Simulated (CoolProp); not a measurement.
Saturated liquid density (kg/m³) of c-C4F8 (RC318): the reference equation beside estimates from Tc = 388.4 K, pc = 2778 kPa, ω = 0.355. Rackett uses Z = 0.29056 − 0.08775 ω.

Values from CoolProp's reference Helmholtz-energy equation of state, Platzer 1990. This equation is an older, rougher fit; its heat capacities, sound speeds and derivatives of the liquid may be far off and weren't checked against measurements.

```
T (K)  reference  Rackett  van der Waals  Peng-Robinson
-----  ---------  -------  -------------  -------------
289         1534     1655          942.6           1631
292.2       1522     1641          934.8           1616
295.3       1510     1627          927.1           1601
298.5       1497     1613          919.1           1585
301.7       1484     1598          910.8           1569
304.8       1471     1583          902.7           1553
308         1457     1568          894.1           1535
311.1       1444     1553          885.7           1518
314.3       1430     1537          876.7           1500
317.5       1416     1521          867.6           1481
320.6       1401     1505          858.5           1462
323.8       1386     1488          848.9           1441
327         1371     1471          839.0           1420
330.1       1356     1454          829.2           1399
```

Absolute difference from the reference over all 14 rows, mean and median: Rackett 7.6 and 7.6 %, van der Waals 38.7 and 38.6 %, Peng-Robinson 5.1 and 5.2 %.
